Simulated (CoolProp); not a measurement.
Vapour-liquid equilibrium of CHF3 (R23) (1) + R152A (2) at -43.05 °C; x and y are mole fractions of (1).

Values from CoolProp's multi-fluid Helmholtz-energy mixture model, Penoncello 2003 and Outcalt 1996; pair parameters Bell 2016.

| x | bubble pressure (bar) | y at the bubble point | dew pressure at overall composition x (bar) | liquid density (mol/L) |
|---|---|---|---|---|
| 0.05 | 0.6407 | 0.396 | 0.4223 | 16.04 |
| 0.125 | 1.015 | 0.643 | 0.4560 | 16.25 |
| 0.2 | 1.407 | 0.761 | 0.4957 | 16.47 |
| 0.275 | 1.817 | 0.829 | 0.5428 | 16.68 |
| 0.35 | 2.240 | 0.874 | 0.5999 | 16.89 |
| 0.425 | 2.676 | 0.905 | 0.6702 | 17.10 |
| 0.5 | 3.123 | 0.928 | 0.7591 | 17.31 |
| 0.575 | 3.579 | 0.946 | 0.8752 | 17.50 |
| 0.65 | 4.041 | 0.960 | 1.033 | 17.69 |
| 0.725 | 4.511 | 0.971 | 1.260 | 17.87 |
| 0.8 | 4.986 | 0.980 | 1.616 | 18.03 |
| 0.875 | 5.469 | 0.989 | 2.252 | 18.17 |
| 0.95 | 5.962 | 0.996 | 3.708 | 18.28 |

No azeotrope shows between x = 0.05 and 0.95.

The pair parameters rest on a limited set of measurements; away from them the model extrapolates.
